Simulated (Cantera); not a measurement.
Charge: 1 mol NF3, 1.7 mol H2, 0.26 mol O2, equilibrated at 0.0270 bar.

Equilibrium computed with Cantera from the NASA thermochemical tables; the gas is ideal and each condensed phase is pure. Candidate condensed phases: H2O; 40 gas species. Kinetics and transport are ignored.

Q: At 3250 K, list the 7 most abundant gas species with their mole fractions, and the condensed phases.

A: HF 0.510, H 0.168, F 0.109, N2 0.102, O 0.0899, H2 0.00742, OH 0.00665. Condensed: gas only.
